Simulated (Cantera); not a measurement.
Premixed flame

A freely propagating, adiabatic, planar premixed flame of 4.98 % CH₄, 1.10 % C₂H₆, 0.647 % C₃H₈, 19.6 % O₂, 73.7 % N₂, equivalence ratio 0.87, unburnt at 475 K and 101000 Pa; mixture-averaged transport, grid criteria slope 0.08 and curve 0.16, no radiation.

Model: GRI-Mech 3.0 (53 species, 325 reactions), integrated in Cantera. Burning velocities carry a grid error of a few per cent, more on coarse grids.

```csv
z (mm),T (K),u (m/s),x CH₄,x C₂H₆,x C₃H₈,x CH₂,x O,x C₂H₄
-1.08,475,0.789,0.0498,0.0110,0.00647,<1e-8,<1e-8,9.22e-8
-0.723,476,0.792,0.0496,0.0109,0.00646,<1e-8,<1e-8,1.56e-6
-0.542,482,0.803,0.0494,0.0109,0.00645,<1e-8,<1e-8,1.09e-5
-0.361,529,0.884,0.0476,0.0107,0.00638,<1e-8,<1e-8,0.000136
-0.181,877,1.49,0.0359,0.00818,0.00485,9.81e-8,2.66e-6,0.00161
-0.0904,1276,2.20,0.0216,0.00382,0.00179,5.19e-6,7.22e-5,0.00277
0,1657,2.88,0.00596,0.000257,5.18e-5,3.74e-5,0.000957,0.00106
0.0904,1814,3.15,0.000497,8.21e-7,3.25e-8,9.52e-6,0.00349,4.36e-5
0.181,1865,3.23,2.16e-5,<1e-8,<1e-8,4.97e-7,0.00476,6.46e-7
0.361,1928,3.32,7.70e-8,<1e-8,<1e-8,<1e-8,0.00472,<1e-8
0.723,2005,3.43,<1e-8,<1e-8,<1e-8,<1e-8,0.00374,<1e-8
1.45,2086,3.55,<1e-8,<1e-8,<1e-8,<1e-8,0.00246,<1e-8
2.89,2154,3.65,<1e-8,<1e-8,<1e-8,<1e-8,0.00145,<1e-8
```
x: mole fraction of selected species; z is measured from the peak of heat release.

```yaml
laminar_burning_velocity: 78.8 cm/s
thermal_thickness: 0.361 mm
peak x(CH₂): 3.75e-5
peak x(O): 0.00491
peak x(C₂H₄): 0.00277
grid_points: 146
```
